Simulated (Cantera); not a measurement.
A Cantera script and its output.

```python
import numpy as np
import cantera as ct

gas = ct.Solution("h2o2.yaml")
gas.TPX = 675, 110000, {'H2': 1, 'O2': 0.568, 'N2': 2.14, 'H2O': 0.4}
flame = ct.FreeFlame(gas, width=0.037)
flame.set_refine_criteria(ratio=3, slope=0.08, curve=0.16)
flame.transport_model = "mixture-averaged"
flame.solve(loglevel=0, auto=True)
z, T = flame.grid, flame.T
thick = (T[-1] - T[0]) / np.gradient(T, z).max()
show = ['H2', 'O2', 'H2O', 'H', 'H2O2', 'O']
print(f"laminar burning velocity  {flame.velocity[0] * 100:.3f} cm/s")
print(f"burnt temperature         {T[-1]:.1f} K")
print(f"thermal thickness         {thick * 1e3:.4f} mm")
print(f"grid points               {len(z)}")
z0 = z[flame.heat_release_rate.argmax()]
print(f"{'z/mm':>9s}{'T/K':>9s}{'u/(m/s)':>9s}" + "".join(f"{s:>11s}" for s in show))
rows = []
for k in (-3, -2, -1.5, -1, -0.5, -0.25, 0, 0.25, 0.5, 1, 2, 4, 8):
    zz = z0 + k * thick
    rows.append([k * thick, np.interp(zz, z, T), np.interp(zz, z, flame.velocity),
                 *(np.interp(zz, z, flame.X[gas.species_index(s)]) for s in show)])
    print(f"{rows[-1][0] * 1e3:9.3f}{rows[-1][1]:9.1f}{rows[-1][2]:9.3f}" + "".join(f"{x:11.3e}" for x in rows[-1][3:]))
```

Output:

```
laminar burning velocity  708.310 cm/s
burnt temperature         2318.3 K
thermal thickness         0.4026 mm
grid points               124
     z/mm      T/K  u/(m/s)         H2         O2        H2O          H       H2O2          O
   -1.208    675.0    7.083  2.434e-01  1.383e-01  9.737e-02  1.917e-16  1.135e-14  2.863e-16
   -0.805    675.0    7.083  2.434e-01  1.383e-01  9.737e-02  3.192e-13  8.791e-13  3.333e-13
   -0.604    675.0    7.083  2.434e-01  1.383e-01  9.737e-02  6.509e-11  2.391e-11  2.554e-11
   -0.403    675.0    7.082  2.433e-01  1.383e-01  9.740e-02  1.681e-08  1.589e-09  2.738e-09
   -0.201    686.9    7.165  2.380e-01  1.387e-01  9.869e-02  7.687e-05  3.410e-06  5.853e-06
   -0.101    850.9    8.681  2.086e-01  1.348e-01  1.166e-01  2.978e-03  1.879e-05  2.570e-04
    0.000   1239.0   12.257  1.282e-01  1.035e-01  1.896e-01  2.090e-02  8.599e-06  3.792e-03
    0.101   1532.2   14.959  5.876e-02  5.785e-02  2.712e-01  3.489e-02  4.363e-06  8.905e-03
    0.201   1681.5   16.304  3.998e-02  4.178e-02  2.992e-01  3.237e-02  2.578e-06  9.851e-03
    0.403   1834.5   17.624  3.393e-02  3.526e-02  3.146e-01  2.329e-02  1.355e-06  8.382e-03
    0.805   1980.3   18.833  2.863e-02  3.098e-02  3.290e-01  1.449e-02  7.691e-07  6.079e-03
    1.610   2106.6   19.844  2.196e-02  2.715e-02  3.437e-01  7.992e-03  4.992e-07  3.957e-03
    3.221   2206.3   20.621  1.513e-02  2.401e-02  3.569e-01  3.895e-03  3.587e-07  2.343e-03
```

Model: the H2/O2 subset of GRI-Mech 3.0, which has no nitrogen chemistry, integrated in Cantera. Burning velocities carry a grid error of a few per cent, more on coarse grids.
